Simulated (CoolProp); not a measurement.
The fluid at 293.15 K and 0.815 MPa expands adiabatically to 0.0762 MPa with isentropic efficiency 0.9. The same conditions are run with several fluids, on thermodynamics alone (safety and materials aside).

Values from CoolProp's reference Helmholtz-energy equation of state of each fluid (oxygen: Schmidt 1985; CH3F (R41): Lemmon 2006; CH2F2 (R32): Tillner-Roth 1997; hydrogen sulfide: Lemmon 2006).

```tsv
fluid	work (kJ/kg)	final temperature (K)	final phase	final density (kg/m³)
oxygen	117	[?]	[?]	1.81
CH3F (R41)	111	[?]	two-phase, vapour fraction 0.970	[?]
CH2F2 (R32)	74.4	[?]	two-phase, vapour fraction 0.923	2.48
hydrogen sulfide	114	207.4	two-phase, vapour fraction 0.924	1.66
```

Q: Some entries are withheld; supply them.

A: 
- oxygen, final temperature (K): 162.9
- oxygen, final phase: gas
- CH3F (R41), final temperature (K): 189.8
- CH3F (R41), final density (kg/m³): 1.76
- CH2F2 (R32), final temperature (K): 216.1
